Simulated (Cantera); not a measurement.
Charge: 1 mol SiC, 0.017 mol C, 0.23 mol N2, at 0.133 bar.

Equilibrium computed with Cantera from the NASA thermochemical tables; the gas is ideal and each condensed phase is pure. Candidate condensed phases: C, Si, SiC, Si3N4; 32 gas species. Ions and electrons are included (thermal ionisation). The tables' values for SiN are old estimates; treat these amounts as uncertain. Equilibrium is a limit: real reactors are often held back by kinetics, nucleation or transport.

x: gas mole fraction; n: condensed amount in mol.

```csv
T (K),x N2,x Si,x C,x SiC2,x Si2C,x C3,x CN,x C2,x N,n C(graphite),n SiC(s)
2500,0.987,0.00853,1.25e-6,0.00221,0.00122,3.73e-6,0.000280,3.44e-7,7.95e-7,0.0188,0.997
2750,0.855,0.0794,2.83e-5,0.0394,0.0203,0.000127,0.00172,1.22e-5,6.08e-6,0.0340,0.956
3000,0.204,0.363,0.000380,0.306,0.106,0.00234,0.00403,0.000238,1.72e-5,0.208,0
3250,0.181,0.381,0.00291,0.363,0.0309,0.0168,0.0121,0.00211,7.18e-5,0,0
3500,0.161,0.444,0.0129,0.285,0.0104,0.0429,0.0243,0.00828,0.000244,0,0
3750,0.138,0.496,0.0421,0.180,0.00347,0.0683,0.0385,0.0215,0.000684,0,0
4000,0.116,0.520,0.104,0.0887,0.00106,0.0699,0.0497,0.0385,0.00165,0,0
4250,…,0.510,…,…,…,…,0.0535,…,…,0,0
4500,0.0862,0.483,0.298,0.00951,6.92e-5,0.0185,0.0486,0.0408,0.00724,0,0
4750,0.0809,0.461,…,…,…,…,…,…,…,0,0
5000,0.0766,0.446,0.397,0.000517,4.32e-6,0.00121,0.0292,0.0140,0.0251,0,0
```

Q: What belongs in the gaps?

A: 
- 4750, x C: 0.364
- 4750, x SiC2: 0.00225
- 4750, x Si2C: 1.67e-5
- 4750, x C3: 0.00510
- 4750, x CN: 0.0390
- 4750, x C2: 0.0257
- 4750, x N: 0.0139
- 4250, x N2: 0.0974
- 4250, x C: 0.200
- 4250, x SiC2: 0.0334
- 4250, x Si2C: 0.000285
- 4250, x C3: 0.0458
- 4250, x C2: 0.0479
- 4250, x N: 0.00358
